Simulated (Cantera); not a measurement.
Input (Python, Cantera):

```python
import numpy as np
import cantera as ct

gas = ct.Solution("gri30.yaml")
gas.TPX = 1200, 1100000, {'CH4': 1, 'CO': 0.22, 'O2': 1, 'N2': 3.78}
reactor = ct.IdealGasConstPressureReactor(gas, energy="on", clone=False)
net = ct.ReactorNet([reactor])
net.rtol, net.atol = 1e-08, 1e-16
show = ['CH4', 'CO', 'O2', 'NO2', 'CH2', 'C2H6']
times = np.geomspace(1e-06, 4, 13)

steps = ct.SolutionArray(gas, extra=["t"])
rows = []
print(f"{'t/s':>10s}{'T/K':>9s}{'P/Pa':>11s}" + "".join(f"{s:>11s}" for s in show))
for t in times:
    while net.time < t:
        t_next = net.step()
        steps.append(gas.state, t=t_next)
    rows.append([np.interp(t, steps.t, y) for y in (steps.T, steps.P, *steps(*show).X.T)])
    print(f"{t:10.3e}{rows[-1][0]:9.1f}{rows[-1][1]:11.4g}" + "".join(f"{x:11.3e}" for x in rows[-1][2:]))
rate = np.gradient(steps.T, steps.t)
print("integrator steps:", len(steps.t))
if steps.T.max() > steps.T[0] + 200:
    print(f"time of steepest temperature rise: {steps.t[rate.argmax()]:.4e} s")
gas.TPX = 1200, 1100000, {'CH4': 1, 'CO': 0.22, 'O2': 1, 'N2': 3.78}
gas.equilibrate("HP")
print(f"equilibrium (HP): T = {gas.T:.1f} K  " + "  ".join(f"{s} {gas[s].X[0]:.3e}" for s in show))
```

It prints:

```
       t/s      T/K       P/Pa        CH4         CO         O2        NO2        CH2       C2H6
 1.000e-06   1200.0    1.1e+06  1.667e-01  3.667e-02  1.667e-01  4.953e-26  2.012e-17  1.361e-13
 3.550e-06   1200.0    1.1e+06  1.667e-01  3.667e-02  1.667e-01  2.345e-24  1.244e-16  6.753e-12
 1.260e-05   1200.0    1.1e+06  1.667e-01  3.667e-02  1.667e-01  9.910e-23  1.248e-15  3.692e-10
 4.472e-05   1200.0    1.1e+06  1.667e-01  3.667e-02  1.667e-01  3.665e-21  1.970e-14  2.579e-08
 1.587e-04   1200.0    1.1e+06  1.667e-01  3.666e-02  1.667e-01  1.348e-19  2.082e-13  1.478e-06
 5.635e-04   1200.3    1.1e+06  1.666e-01  3.666e-02  1.666e-01  5.250e-18  3.633e-13  1.618e-05
 2.000e-03   1202.0    1.1e+06  1.663e-01  3.664e-02  1.664e-01  2.821e-16  7.337e-13  9.320e-05
 7.099e-03   1226.9    1.1e+06  1.623e-01  3.699e-02  1.633e-01  6.894e-14  1.134e-11  9.331e-04
 2.520e-02   2256.0    1.1e+06  6.560e-09  1.533e-01  1.319e-07  6.021e-11  6.108e-12  6.382e-18
 8.944e-02   2256.1    1.1e+06  6.500e-09  1.533e-01  1.321e-07  3.009e-11  6.051e-12  6.281e-18
 3.175e-01   2256.1    1.1e+06  6.499e-09  1.533e-01  1.321e-07  2.921e-11  6.050e-12  6.279e-18
 1.127e+00   2256.1    1.1e+06  6.499e-09  1.533e-01  1.321e-07  2.921e-11  6.050e-12  6.279e-18
 4.000e+00   2256.1    1.1e+06  6.499e-09  1.533e-01  1.321e-07  2.921e-11  6.050e-12  6.279e-18
integrator steps: 2593
time of steepest temperature rise: 9.6813e-03 s
equilibrium (HP): T = 2256.1 K  CH4 7.285e-09  CO 1.533e-01  O2 1.321e-07  NO2 2.921e-11  CH2 6.752e-12  C2H6 7.630e-18
```

Detailed kinetics in Cantera: GRI-Mech 3.0 (53 species, 325 reactions).
